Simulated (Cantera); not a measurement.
What does this Cantera script print?

```python
import numpy as np
import cantera as ct

gas_names = """
    CL CL2 H HCL H2 Si SiCL SiCL2 SiCL3 SiCL4 SiH SiHCL3 SiH2 SiH2CL2 SiH3 SiH3CL SiH4 Si2 Si3
""".split()
cond_names = """
    Si(cr) Si(L)
""".split()


def load(file, names, dense=False):
    # The tables refer to 1 bar. Condensed volumes are neglected.
    table = {s.name: s for s in ct.Species.list_from_file(file)}
    out = []
    for n in names:
        d = dict(table[n].input_data)
        d["thermo"] = dict(d["thermo"], **{"reference-pressure": 1e5})
        if dense:
            d["equation-of-state"] = {"model": "constant-volume", "density": "1e6 g/cm^3"}
        out.append(ct.Species.from_dict(d))
    return out


gas = ct.Solution(thermo="ideal-gas", species=load("nasa_gas.yaml", gas_names))
cond = {s.name: ct.Solution(thermo="fixed-stoichiometry", species=[s], name=s.name)
        for s in load("nasa_condensed.yaml", cond_names, dense=True)}
atoms = {
    'SiCl4': {'Si': 1, 'CL': 4},
    'H2': {'H': 2},
    'Cl2': {'CL': 2},
}
top_T = {}  # K; cautious upper limits of use, not melting points


def equilibrate(T, P, feed):
    n = {}
    for name, mol in feed.items():
        for a, k in atoms[name].items():
            n[a] = n.get(a, 0.0) + k * mol
    gas.TPX = T, P, n
    mass = sum(n.values()) * gas.mean_molecular_weight
    gas.equilibrate("TP")
    valid = [c for c in cond.values() if c.min_temp <= T <= top_T.get(c.name, c.max_temp)]
    mix = ct.Mixture([(gas, mass / gas.mean_molecular_weight)] + [(c, 0.0) for c in valid])
    mix.T, mix.P = T, P
    mix.equilibrate("TP", solver="vcs", rtol=1e-11, max_steps=5000)
    return mix


results = []
feed = {'SiCl4': 1, 'H2': 9.9, 'Cl2': 2.7}  # mol
T = 1375  # K
P = 2700000  # Pa
mix = equilibrate(T, P, feed)
results.append((T, P, feed, dict(zip(mix.species_names, mix.species_moles))))
x = sorted(zip(gas.X, gas.species_names), reverse=True)
print(f"T = {T:g} K  P = {P:g} Pa  gas = {mix.phase_moles(0):.4g} mol")
print("   x: " + "  ".join(f"{s} {v:.3e}" for v, s in x if v > 1e-05))
print("   condensed (mol): " + ("  ".join(f"{mix.phase(i).name} {mix.phase_moles(i):.4g}"
      for i in range(1, mix.n_phases) if mix.phase_moles(i) > 1e-12) or "none"))
```

Output:

```
T = 1375 K  P = 2.7e+06 Pa  gas = 13.61 mol
   x: H2 5.230e-01  HCL 4.035e-01  SiCL4 6.700e-02  SiHCL3 5.540e-03  SiCL3 8.370e-04  SiH2CL2 6.788e-05  SiCL2 4.804e-05
   condensed (mol): none
```

Cantera equilibrium calculation (NASA polynomials, part measured and part estimated; ideal gas, pure solids and liquids). The tables' values for SiCl3 are old estimates; treat these amounts as uncertain.
